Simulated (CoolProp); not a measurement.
n-perfluorohexane along the isotherm 68.75 °C: fugacity coefficient from the reference equation and from simpler models built on Tc = 174.9 °C, pc = 1.742 MPa, ω = 0.497; each cubic takes its own stable root.

Values from CoolProp's reference Helmholtz-energy equation of state, Gao 2022.

```csv
p (MPa),phase,reference,van der Waals,Redlich-Kwong,Soave-Redlich-Kwong
0.0792,gas,0.9593,0.9745,0.9671,0.9608
0.158,liquid,0.8650,0.9492,0.9344,0.8733
0.237,liquid,0.5802,0.9238,0.9018,0.5864
0.317,liquid,0.4364,0.8980,0.8379,0.4415
0.396,liquid,0.3515,0.8725,0.6759,0.3560
0.475,liquid,0.2948,0.8467,0.5679,0.2989
0.554,liquid,0.2543,0.8005,0.4907,0.2581
0.633,liquid,0.2240,0.7084,0.4327,0.2275
0.712,liquid,0.2003,0.6368,0.3877,0.2037
0.792,liquid,0.1812,0.5788,0.3512,0.1844
0.871,liquid,0.1658,0.5321,0.3218,0.1689
```

At some of these states van der Waals, Redlich-Kwong gives the other phase, because its saturation line lies elsewhere.
